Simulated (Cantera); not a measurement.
A Cantera script and its output.

```python
import numpy as np
import cantera as ct

gas = ct.Solution("gri30.yaml")


def delay(T, t_max=10):
    gas.TPX = T, 3200000, {'CH4': 1, 'O2': 1, 'N2': 3.5}
    reactor = ct.IdealGasReactor(gas, clone=False)
    net = ct.ReactorNet([reactor])
    net.rtol, net.atol = 1e-8, 1e-16
    while net.time < t_max:
        t_old, T_old = net.time, reactor.T
        net.step()
        if reactor.T > T + 400:  # ignition: a rise of 400 K
            return t_old + (T + 400 - T_old) / (reactor.T - T_old) * (net.time - t_old)
    return np.nan


taus = []
for T in [1123, 1173, 1223, 1273, 1323, 1373, 1423, 1473, 1523]:
    taus.append(delay(T))
    print(f"T0 = {T:6g} K   tau = {taus[-1]:.4e} s")
```

It prints:

```
T0 =   1123 K   tau = 4.1836e-03 s
T0 =   1173 K   tau = 2.1818e-03 s
T0 =   1223 K   tau = 1.1965e-03 s
T0 =   1273 K   tau = 6.8221e-04 s
T0 =   1323 K   tau = 4.0121e-04 s
T0 =   1373 K   tau = 2.4205e-04 s
T0 =   1423 K   tau = 1.4919e-04 s
T0 =   1473 K   tau = 9.3661e-05 s
T0 =   1523 K   tau = 5.9738e-05 s
```

Cantera simulation using GRI-Mech 3.0 (53 species, 325 reactions); the numbers are that mechanism's predictions, not measurements. The pressure lies above the range GRI-Mech 3.0 was tuned for (to about 10 atm).
